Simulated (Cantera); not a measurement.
Input: 1 mol MgO, 0.68 mol C, 2.2 mol H2, at 850 °C and 0.263 Torr.

These are equilibrium values from Cantera (NASA tables, ideal gas, pure condensed phases), not measurements of a reactor. Candidate condensed phases: C, C6H6, C7H8, C8H18, H2O, Mg, MgCO3, MgO, Mg(OH)2; 116 gas species. Equilibrium is a limit: real reactors are often held back by kinetics, nucleation or transport.

Base state: H2 0.999, CO 0.000498, Mg 0.000498, CH4 1.02e-5 (mole fractions); condensed: C(graphite) + MgO(s).

Q: What changes in the equilibrium state with this change: MgO replaced by SiO2?

A: 
```csv
species,before,after
H2,0.999,0.980
CO,0.000498,0.0195
CH4,1.02e-5,9.86e-6
Mg,0.000498,0
"C(graphite), mol",0.679,0.614
"MgO(s), mol",0.999,0
"SiC(s), mol",0,0.0219
"SiO2(β-quartz), mol",0,0.978
```
Mutual solubility and eutectic melting of coexisting phases are not modelled. Further candidate phases: Si, SiC, SiO2.
